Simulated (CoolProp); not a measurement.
Ammonia at 239.69 K and 0.0806 MPa is throttled through a valve to 0.0115 MPa with no heat exchange. Each further row changes one setting.

Model: reference Helmholtz-energy equation of state, Gao 2020, in CoolProp.

```
case                         temperature change (K)  final density (kg/m³)
---------------------------  ----------------------  ---------------------
as stated                                      -5.1                  0.101
outlet pressure 0.00345 MPa                    -5.7                 0.0302
outlet pressure 0.0149 MPa                     -4.8                  0.131
```
